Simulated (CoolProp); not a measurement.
Properties of isopentane along the isobar 102 bar.

Values from CoolProp's reference Helmholtz-energy equation of state, Lemmon 2006. It is a short technical equation, of lower accuracy than the large ones.

| T (°C) | phase | cv (kJ/(kg K)) | fugacity coefficient |
|---|---|---|---|
| 44.85 | liquid | 1.789 | 0.02554 |
| 57.85 | liquid | 1.842 | 0.03623 |
| 70.85 | liquid | 1.896 | 0.04967 |
| 83.85 | liquid | 1.949 | 0.06608 |
| 96.85 | liquid | 2.003 | … |
| 109.85 | liquid | 2.057 | 0.1082 |
| 122.85 | liquid | 2.111 | … |
| 135.85 | liquid | … | 0.1627 |
| 148.85 | liquid | 2.219 | 0.1941 |
| 161.85 | liquid | 2.272 | 0.2279 |
| 174.85 | liquid | 2.326 | 0.2637 |
| 187.85 | supercritical | 2.379 | 0.3012 |
| 200.85 | supercritical | 2.432 | 0.3397 |
| 213.85 | supercritical | 2.485 | 0.3788 |
| 226.85 | supercritical | 2.537 | 0.4180 |

### Question
Some entries are withheld; supply them.

### Answer

- 96.85, fugacity coefficient: 0.08558
- 122.85, fugacity coefficient: 0.1340
- 135.85, cv (kJ/(kg K)): 2.165
